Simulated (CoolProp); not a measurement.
Vapour-liquid equilibrium of R152A (1) + isobutene (2) at 352.5 K; x and y are mole fractions of (1).

Values from CoolProp's multi-fluid Helmholtz-energy mixture model, Outcalt 1996 and Lemmon 2005; pair parameters Bell 2016.

| x | bubble pressure, mixture model (bar) | bubble pressure, Raoult's law (bar) | y, mixture model | y, Raoult's law |
|---|---|---|---|---|
| 0.05 | 13.41 | 12.63 | 0.118 | 0.091 |
| 0.2 | 16.63 | 14.28 | 0.345 | 0.324 |
| 0.35 | 18.98 | 15.94 | 0.488 | 0.507 |
| 0.5 | 20.75 | 17.59 | 0.601 | 0.657 |
| 0.65 | 22.05 | 19.24 | 0.707 | 0.780 |
| 0.8 | 22.90 | 20.90 | 0.819 | 0.884 |
| 0.95 | 23.18 | 22.55 | 0.949 | 0.973 |

The largest gap from Raoult's law is +19.1 % in bubble pressure, at x = 0.35. y crosses x between x = 0.8 and 0.95: the model has an azeotrope there.

Pair parameters are fitted to limited data, so mixtures are less certain than the pure fluids.
